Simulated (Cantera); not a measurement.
## Transport properties of process gases

Gas mixture: 28.2 % C2H6, 14.5 % CH3OH, 57.3 % N2, at 0.630 bar, frozen composition.

Cantera's kinetic-theory transport with the Lennard-Jones parameters of GRI-Mech 3.0, ideal gas; thermal conductivity in the multicomponent form. Polar gases are described roughly by these parameters.

| T (K) | ρ (kg/m³) | cp (J/kg/K) | μ (µPa s) | λ (mW/m/K) | Pr | D (cm²/s) OH | D (cm²/s) H2O | D (cm²/s) N2 |
|---|---|---|---|---|---|---|---|---|
| 400 | 0.553 | 1461 | 17.2 | 33.0 | 0.760 | 0.731 | 0.528 | 0.410 |
| 500 | 0.442 | 1630 | 20.6 | 43.7 | 0.767 | 1.08 | 0.813 | 0.612 |
| 600 | 0.368 | 1790 | 23.7 | 54.8 | 0.773 | 1.48 | 1.15 | 0.844 |
| 700 | 0.316 | 1933 | 26.6 | 66.2 | 0.777 | 1.92 | 1.53 | 1.10 |
| 800 | 0.276 | 2058 | 29.4 | 77.5 | 0.779 | 2.41 | 1.95 | 1.39 |
| 900 | 0.246 | 2168 | 32.0 | 88.7 | 0.781 | 2.93 | 2.41 | 1.70 |
D: mixture-averaged diffusion coefficient of that species in the mixture.
